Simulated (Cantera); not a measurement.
What does this Cantera script print?

```python
import numpy as np
import cantera as ct

gas = ct.Solution("gri30.yaml")
gas.TPX = 598, 390000, {'CH3OH': 1, 'O2': 1, 'N2': 3.76}
flame = ct.FreeFlame(gas, width=0.015)
flame.set_refine_criteria(ratio=3, slope=0.08, curve=0.16)
flame.transport_model = "mixture-averaged"
flame.solve(loglevel=0, auto=True)
z, T = flame.grid, flame.T
thick = (T[-1] - T[0]) / np.gradient(T, z).max()
show = ['CH3OH', 'O2', 'N2O', 'OH', 'O', 'CH2O']
print(f"laminar burning velocity  {flame.velocity[0] * 100:.3f} cm/s")
print(f"burnt temperature         {T[-1]:.1f} K")
print(f"thermal thickness         {thick * 1e3:.4f} mm")
print(f"grid points               {len(z)}")
z0 = z[flame.heat_release_rate.argmax()]
print(f"{'z/mm':>9s}{'T/K':>9s}{'u/(m/s)':>9s}" + "".join(f"{s:>11s}" for s in show))
rows = []
for k in (-3, -2, -1.5, -1, -0.5, -0.25, 0, 0.25, 0.5, 1, 2, 4, 8):
    zz = z0 + k * thick
    rows.append([k * thick, np.interp(zz, z, T), np.interp(zz, z, flame.velocity),
                 *(np.interp(zz, z, flame.X[gas.species_index(s)]) for s in show)])
    print(f"{rows[-1][0] * 1e3:9.3f}{rows[-1][1]:9.1f}{rows[-1][2]:9.3f}" + "".join(f"{x:11.3e}" for x in rows[-1][3:]))
```

It prints:

```
laminar burning velocity  110.619 cm/s
burnt temperature         2173.8 K
thermal thickness         0.0732 mm
grid points               149
     z/mm      T/K  u/(m/s)      CH3OH         O2        N2O         OH          O       CH2O
   -0.219    598.6    1.114  1.725e-01  1.724e-01  3.922e-12  1.157e-15  1.607e-18  1.983e-06
   -0.146    603.1    1.132  1.709e-01  1.706e-01  4.724e-11  7.245e-14  1.421e-16  2.254e-05
   -0.110    618.0    1.171  1.684e-01  1.677e-01  2.509e-10  1.150e-12  4.270e-15  1.142e-04
   -0.073    700.2    1.355  1.594e-01  1.582e-01  2.086e-09  8.008e-11  2.250e-12  8.797e-04
   -0.037   1046.7    2.128  1.175e-01  1.229e-01  1.666e-08  3.856e-07  3.294e-08  6.309e-03
   -0.018   1388.8    2.939  6.565e-02  8.626e-02  3.914e-08  5.419e-05  4.717e-06  1.301e-02
    0.000   1744.9    3.846  1.077e-02  4.724e-02  6.924e-08  9.445e-04  1.879e-04  8.751e-03
    0.018   1896.5    4.216  1.872e-04  2.379e-02  7.119e-08  2.693e-03  7.696e-04  4.649e-04
    0.037   1955.7    4.335  1.385e-06  1.087e-02  6.069e-08  4.047e-03  9.125e-04  1.015e-05
    0.073   2016.4    4.443  3.539e-08  2.670e-03  4.268e-08  4.484e-03  6.938e-04  3.899e-07
    0.146   2071.1    4.540  2.694e-10  7.100e-04  2.926e-08  3.686e-03  3.844e-04  1.261e-08
    0.293   2115.9    4.625  8.267e-13  2.805e-04  1.975e-08  2.549e-03  1.656e-04  8.962e-09
    0.585   2146.3    4.684  2.202e-13  9.616e-05  1.230e-08  1.532e-03  5.610e-05  8.751e-09
```

Detailed kinetics in Cantera: GRI-Mech 3.0 (53 species, 325 reactions). GRI-Mech 3.0 was tuned for natural gas; its chemistry of methanol as a main component is partial and can be far from experiment. Burning velocities carry a grid error of a few per cent, more on coarse grids.
